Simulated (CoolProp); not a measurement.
Vapour-liquid equilibrium of diethyl ether (1) + benzene (2) at 0.144 MPa; x and y are mole fractions of (1).

Computed with CoolProp (multi-fluid Helmholtz-energy mixture model, Thol 2014 and Thol 2012; pair parameters Bell 2016).

### Question
Give the bubble temperature and the first vapour's composition at x = 0.65, 0.85, 0.95. Is there an azeotrope?

### Answer
x = 0.65: 55.2 °C, y = 0.886; x = 0.85: 48.8 °C, y = 0.961; x = 0.95: 46.0 °C, y = 0.988. No azeotrope shows between x = 0.05 and 0.95.

Pair parameters are fitted to limited data, so mixtures are less certain than the pure fluids.
